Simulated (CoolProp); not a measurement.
Vapour-liquid equilibrium of n-hexane (1) + o-xylene (2) at 424.5 K; x and y are mole fractions of (1).

Values from CoolProp's multi-fluid Helmholtz-energy mixture model, Thol 2019 and Zhou 2012; pair parameters Bell 2016.

```tsv
x	bubble pressure (bar)	y at the bubble point	dew pressure at overall composition x (bar)	liquid density (mol/L)
0.05	1.574	0.254	1.272	7.140
0.125	2.098	0.472	1.368	7.072
0.2	2.606	0.601	1.480	…
0.275	3.100	0.688	1.612	6.929
0.35	3.580	0.750	1.768	…
0.425	…	0.798	1.957	6.774
0.5	4.513	0.836	2.190	6.691
0.575	4.972	0.868	…	…
0.65	5.432	0.896	2.864	6.514
0.725	5.897	…	3.373	6.419
0.8	…	0.944	4.076	6.318
0.875	6.862	0.965	5.078	6.212
0.95	7.375	…	6.508	6.099
```

Task: What belongs in the gaps?

Result: 
- 0.2, liquid density (mol/L): 7.002
- 0.35, liquid density (mol/L): 6.853
- 0.425, bubble pressure (bar): 4.050
- 0.575, dew pressure at overall composition x (bar): 2.484
- 0.575, liquid density (mol/L): 6.605
- 0.725, y at the bubble point: 0.921
- 0.8, bubble pressure (bar): 6.371
- 0.95, y at the bubble point: 0.986

No azeotrope shows between x = 0.05 and 0.95.

Pair parameters are fitted to limited data, so mixtures are less certain than the pure fluids. The gap from Raoult's law changes sign with composition, which may be real or a fault of the pair parameters; it wasn't checked against measurements.
